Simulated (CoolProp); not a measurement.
Vapour-liquid equilibrium of benzene (1) + p-xylene (2) at 197.55 °C; x and y are mole fractions of (1).

Model: multi-fluid Helmholtz-energy mixture model, Thol 2012 and Zhou 2012; pair parameters Bell 2016, in CoolProp.

```csv
x,bubble pressure (MPa),y at the bubble point,dew pressure at overall composition x (MPa),liquid density (mol/L)
0.05,0.4355,0.129,0.4089,6.579
0.125,0.5001,0.288,0.4339,[?]
0.2,0.5671,0.415,0.4622,6.834
0.275,0.6359,0.518,0.4942,6.967
0.35,0.7065,0.604,[?],7.104
0.425,0.7787,[?],0.5732,7.245
0.5,0.8523,0.737,0.6227,[?]
0.575,0.9274,0.790,0.6812,7.538
0.65,1.004,0.837,0.7514,[?]
0.725,[?],[?],0.8368,[?]
0.8,1.161,0.915,0.9425,8.012
0.875,1.242,0.949,1.075,8.179
0.95,1.325,0.980,1.244,8.351
```

Complete the blanks.


- 0.125, liquid density (mol/L): 6.705
- 0.35, dew pressure at overall composition x (MPa): 0.5308
- 0.425, y at the bubble point: 0.676
- 0.5, liquid density (mol/L): 7.389
- 0.65, liquid density (mol/L): 7.691
- 0.725, bubble pressure (MPa): 1.082
- 0.725, y at the bubble point: 0.878
- 0.725, liquid density (mol/L): 7.849

No azeotrope shows between x = 0.05 and 0.95.

Pair parameters are fitted to limited data, so mixtures are less certain than the pure fluids.
